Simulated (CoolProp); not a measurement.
Vapour-liquid equilibrium of R1234yf (1) + R134a (2) at 0.114 bar; x and y are mole fractions of (1).

Computed with CoolProp (multi-fluid Helmholtz-energy mixture model, Lemmon 2022 and Tillner-Roth 1994; pair parameters Bell 2022).

Q: Give the bubble temperature and the first vapour's composition at x = 0.2, 0.65, 0.8. Is there an azeotrope?

A: x = 0.2: -67.1 °C, y = 0.300; x = 0.65: -69.3 °C, y = 0.696; x = 0.8: -69.6 °C, y = 0.815. y crosses x between x = 0.8 and 0.95: the model has an azeotrope there.

The pair parameters rest on a limited set of measurements; away from them the model extrapolates.
